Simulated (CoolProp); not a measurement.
Saturation properties of n-pentane.

Model: reference Helmholtz-energy equation of state, Thol 2019, in CoolProp.

```
T (K)  p (bar)  liquid density (kg/m³)  vapour density (kg/m³)  liquid cp (kJ/(kg K))  liquid conductivity (mW/(m K))
-----  -------  ----------------------  ----------------------  ---------------------  ------------------------------
302.7   0.8070                   616.6                   2.403                  2.337                             110
315      1.230                   604.0                   3.567                  2.397                             106
327.3    1.807                   591.0                   5.131                  2.460                             102
339.6    2.574                   577.4                   7.187                  2.527                            97.6
351.9    3.567                   563.3                   9.844                  2.599                            93.7
364.2    4.825                   548.4                   13.24                  2.677                            90.1
376.5    6.389                   532.7                   17.53                  2.763                            86.7
388.9    8.322                   515.8                   22.99                  2.861                            83.5
401.2    10.64                   497.5                   29.85                  2.975                            80.7
413.5    13.40                   477.5                   38.59                  3.117                            78.1
```

It boils at 309.2 K under 1 atm.

Thermal conductivity comes from a separate model (Vassiliou 2015).
